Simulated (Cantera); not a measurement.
An adiabatic, constant-pressure homogeneous reactor starts with H₂ : O₂ : N₂ : H₂O = 1 : 0.694 : 2.61 : 0.41 (molar parts), at 1450 K and 4580 Torr. Integrator tolerance rtol = 1e-08.

Model: the H2/O2 subset of GRI-Mech 3.0, which has no nitrogen chemistry, integrated in Cantera. The hydrogen kinetics of GRI-Mech 3.0 are dated; newer H2 mechanisms differ, most at raised pressure.

What does this change do: constant volume in place of constant pressure?


| quantity | before | after |
|---|---|---|
| time of steepest temperature rise | 3.55 µs | 3.46 µs |
| temperature at 2.00 s | 2708 K | 2888 K |
| equilibrium temperature | 2708 K | 2888 K |
| x(H₂) at 2.00 s | 0.00907 (gas-phase equilibrium 0.00907) | 0.0131 (gas-phase equilibrium 0.0131) |
| x(O₂) at 2.00 s | 0.0439 (gas-phase equilibrium 0.0439) | 0.0437 (gas-phase equilibrium 0.0437) |
| x(H₂O) at 2.00 s | 0.310 (gas-phase equilibrium 0.310) | 0.300 (gas-phase equilibrium 0.300) |
| x(H₂O₂) at 2.00 s | 1.71e-6 (gas-phase equilibrium 1.71e-6) | 3.03e-6 (gas-phase equilibrium 3.03e-6) |
| x(H) at 2.00 s | 0.00227 (gas-phase equilibrium 0.00227) | 0.00383 (gas-phase equilibrium 0.00383) |
| x(O) at 2.00 s | 0.00318 (gas-phase equilibrium 0.00318) | 0.00480 (gas-phase equilibrium 0.00480) |

What does this change do: initial temperature 1450 to 1425 K?


```json
[
 {"quantity": "time of steepest temperature rise", "before": "3.55 µs", "after": "4.05 µs"},
 {"quantity": "temperature at 2.00 s", "before": "2708 K", "after": "2693 K"},
 {"quantity": "equilibrium temperature", "before": "2708 K", "after": "2693 K"},
 {"quantity": "x(H₂) at 2.00 s", "before": "0.00907 (gas-phase equilibrium 0.00907)", "after": "0.00857 (gas-phase equilibrium 0.00857)"},
 {"quantity": "x(O₂) at 2.00 s", "before": "0.0439 (gas-phase equilibrium 0.0439)", "after": "0.0440 (gas-phase equilibrium 0.0440)"},
 {"quantity": "x(H₂O) at 2.00 s", "before": "0.310 (gas-phase equilibrium 0.310)", "after": "0.311 (gas-phase equilibrium 0.311)"},
 {"quantity": "x(H₂O₂) at 2.00 s", "before": "1.71e-6 (gas-phase equilibrium 1.71e-6)", "after": "1.67e-6 (gas-phase equilibrium 1.67e-6)"},
 {"quantity": "x(H) at 2.00 s", "before": "0.00227 (gas-phase equilibrium 0.00227)", "after": "0.00209 (gas-phase equilibrium 0.00209)"},
 {"quantity": "x(O) at 2.00 s", "before": "0.00318 (gas-phase equilibrium 0.00318)", "after": "0.00299 (gas-phase equilibrium 0.00299)"}
]
```
